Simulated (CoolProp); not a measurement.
Saturation properties of methane.

Values from CoolProp's reference Helmholtz-energy equation of state, Setzmann 1991.

```
T (K)  p (MPa)  liquid density (kg/m³)  vapour density (kg/m³)  liquid cp (kJ/(kg K))  surface tension (mN/m)
-----  -------  ----------------------  ----------------------  ---------------------  ----------------------
121.2   0.2082                   408.1                   3.525                  3.561                    11.1
124.8   0.2653                   402.4                   4.413                  3.597                    10.4
128.4   0.3333                   396.7                   5.460                  3.638                    9.71
132     0.4134                   390.7                   6.684                  3.684                    9.03
135.5   0.5041                   384.8                   8.064                  3.736                    8.38
139.1   0.6118                   378.5                   9.704                  3.796                    7.72
142.7   0.7354                   371.9                   11.59                  3.866                    7.07
146.3   0.8761                   365.2                   13.76                  3.948                    6.43
149.9    1.035                   358.1                   16.25                  4.045                    5.80
```

It boils at 111.7 K under 1 atm.

Surface tension comes from a separate correlation (Mulero 2012).
